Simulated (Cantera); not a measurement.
Input (Python, Cantera):

```python
import numpy as np
import cantera as ct

surf = ct.Interface("diamond.yaml", "diamond_100")
gas, bulk = surf.adjacent["gas"], surf.adjacent["diamond"]
k = surf.kinetics_species_index(bulk.species_names[0])
cover = ["c6HH", "c6H*", "c6*H", "c6**", "c6HM", "c6B"]

rows, drift = [], 0.0
print(f"{'T':>10s}{'um/h':>11s}" + "".join(f"{s:>11s}" for s in cover))
for v in [900, 975, 1050, 1125, 1200, 1275, 1350]:
    T, P, xH, xCH3 = v, 1400, 0.0019, 0.00082
    gas.TPX = T, P, {"H": xH, "CH3": xCH3, "CH4": 0.0043, "H2": 1 - xH - xCH3 - 0.0043}
    surf.TP = bulk.TP = T, P
    surf.coverages = "c6H*:0.1, c6HH:0.9"
    surf.advance_coverages(100.0)
    before = surf.coverages
    surf.advance_coverages(100.0)
    drift = max(drift, np.max(np.abs(surf.coverages - before) / (surf.coverages + 1e-9)))
    rate = surf.net_production_rates[k] * bulk.mean_molecular_weight / bulk.density * 3.6e9
    rows.append([rate, *surf[cover].coverages])
    print(f"{v:10.4g}{rate:11.4e}" + "".join(f"{x:11.3e}" for x in rows[-1][1:]))
```

It prints:

```
         T       um/h       c6HH       c6H*       c6*H       c6**       c6HM        c6B
       900 2.3776e+00  4.865e-01  7.287e-03  2.040e-01  2.731e-03  2.408e-01  6.452e-09
       975 3.3990e+00  4.870e-01  1.252e-02  2.755e-01  5.560e-03  1.640e-01  9.223e-09
      1050 3.0179e+00  4.974e-01  2.027e-02  3.629e-01  1.042e-02  7.477e-02  8.189e-09
      1125 1.6253e+00  4.844e-01  2.920e-02  4.370e-01  1.693e-02  1.904e-02  4.410e-09
      1200 1.0751e+00  4.482e-01  3.749e-02  4.799e-01  2.390e-02  3.864e-03  2.917e-09
      1275 1.0666e+00  4.127e-01  4.529e-02  5.050e-01  3.111e-02  7.924e-04  2.894e-09
      1350 8.7282e-01  3.848e-01  5.276e-02  5.203e-01  3.863e-02  1.649e-04  2.368e-09
```

Computed with Cantera and the Harris–Goodwin 1993 mechanism for the reconstructed diamond (100) surface.
